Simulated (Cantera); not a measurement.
A Cantera script and its output.

```python
import numpy as np
import cantera as ct

gas = ct.Solution("gri30.yaml")
gas.TPX = 325, 1000000, {'H2': 1, 'O2': 0.5, 'N2': 6}
inlet = ct.Reservoir(gas, clone=True)
gas.equilibrate("HP")  # start burning
reactor = ct.IdealGasConstPressureReactor(gas, energy="on", clone=False)
exhaust = ct.Reservoir(gas, clone=True)
tau = [0.12, 0.052, 0.023, 0.0099, 0.0043, 0.0019, 0.00082, 0.00036, 0.00016, 6.8e-05][0]
for a, b in ((inlet, reactor), (reactor, exhaust)):
    ct.MassFlowController(a, b, mdot=lambda t: reactor.mass / tau)
net = ct.ReactorNet([reactor])
show = ['H2', 'O2', 'OH', 'HO2', 'O', 'NO', 'NO2']

rows = []
print(f"{'tau/s':>10s}{'T/K':>9s}" + "".join(f"{s:>11s}" for s in show))
for tau in [0.12, 0.052, 0.023, 0.0099, 0.0043, 0.0019, 0.00082, 0.00036, 0.00016, 6.8e-05]:
    net.initial_time = 0.0
    net.advance(30 * tau)
    before = gas.X
    net.advance(40 * tau)
    drift = np.max(np.abs(gas.X - before) / (gas.X + 1e-9))
    rows.append([gas.T, *gas[show].X, drift])
    print(f"{tau:10.3e}{gas.T:9.1f}" + "".join(f"{x:11.3e}" for x in gas[show].X))
```

It prints:

```
     tau/s      T/K         H2         O2         OH        HO2          O         NO        NO2
 1.200e-01   1366.7  1.637e-03  8.129e-04  1.895e-05  3.941e-06  5.288e-07  4.481e-07  3.571e-09
 5.200e-02   1362.1  2.287e-03  1.137e-03  2.220e-05  6.286e-06  9.931e-07  4.023e-07  3.292e-09
 2.300e-02   1355.5  3.221e-03  1.602e-03  2.569e-05  9.806e-06  1.838e-06  3.677e-07  3.089e-09
 9.900e-03   1343.7  4.883e-03  2.430e-03  2.748e-05  1.619e-05  3.324e-06  3.183e-07  3.036e-09
 4.300e-03    325.0  1.333e-01  6.667e-02  1.222e-34 -4.550e-21 -4.055e-39 -4.295e-26 -9.186e-22
 1.900e-03    325.0  1.333e-01  6.667e-02  6.343e-35 -8.766e-24 -1.422e-42 -8.275e-29 -1.770e-24
 8.200e-04    325.0  1.333e-01  6.667e-02  4.368e-36 -5.537e-25  5.748e-43 -5.227e-30 -1.118e-25
 3.600e-04    325.0  1.333e-01  6.667e-02 -2.734e-37 -3.498e-26  5.178e-43 -3.302e-31 -7.062e-27
 1.600e-04    325.0  1.333e-01  6.667e-02  5.923e-38 -2.209e-27  2.603e-43 -2.086e-32 -4.461e-28
 6.800e-05    325.0  1.333e-01  6.667e-02 -9.409e-40 -1.396e-28  1.197e-43 -1.317e-33 -2.818e-29
```

Cantera simulation using GRI-Mech 3.0 (53 species, 325 reactions); the numbers are that mechanism's predictions, not measurements. The hydrogen kinetics of GRI-Mech 3.0 are dated; newer H2 mechanisms differ, most at raised pressure.
